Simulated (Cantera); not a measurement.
Source: NASA polynomial tables (part measured, part estimated), evaluated in Cantera. Values are per mole of reaction as written; species without (g) are pure solids or liquids, kept so even where they would boil at 1 bar.

CO₂(g) + 2 Al(g) → Al₂O(g) + CO(g)

| T (K) | ΔH° (kJ) | ΔS° (J/K) | ΔG° (kJ) | log10 K |
|---|---|---|---|---|
| 2098 | … | … | … | … |
| 2148 | -525.7 | -95.5 | -320.6 | 7.79 |
| 2198 | -525.9 | -95.6 | -315.8 | 7.50 |
| 2248 | -526.1 | -95.7 | -311.0 | 7.23 |
| 2298 | … | … | … | … |
| 2348 | -526.5 | -95.9 | -301.4 | 6.71 |

Task: What belongs in the gaps?

Result: 
- 2098, ΔH° (kJ): -525.5
- 2098, ΔS° (J/K): -95.4
- 2098, ΔG° (kJ): -325.3
- 2098, log10 K: 8.10
- 2298, ΔH° (kJ): -526.3
- 2298, ΔS° (J/K): -95.8
- 2298, ΔG° (kJ): -306.2
- 2298, log10 K: 6.96
